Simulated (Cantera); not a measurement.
An adiabatic, constant-pressure homogeneous reactor starts with CH4 : O2 : N2 : H2O = 1 : 2.27 : 6.82 : 0.7 (molar parts), equivalence ratio 0.88, at 1275 K and 10.0 bar.

Detailed kinetics in Cantera: GRI-Mech 3.0 (53 species, 325 reactions).

Question: Predict: time of steepest temperature rise; temperature at 9.00 s; equilibrium temperature; x(O2) at 9.00 s; x(H2O) at 9.00 s; x(OH) at 9.00 s; x(HCO) at 9.00 s; x(CO2) at 9.00 s.

Answer: 
- time of steepest temperature rise: 1.61 ms
- temperature at 9.00 s: 2760 K
- equilibrium temperature: 2760 K
- x(O2) at 9.00 s: 0.0274 (gas-phase equilibrium 0.0274)
- x(H2O) at 9.00 s: 0.228 (gas-phase equilibrium 0.228)
- x(OH) at 9.00 s: 0.0154 (gas-phase equilibrium 0.0154)
- x(HCO) at 9.00 s: 3.66e-8 (gas-phase equilibrium 3.66e-8)
- x(CO2) at 9.00 s: 0.0729 (gas-phase equilibrium 0.0729)
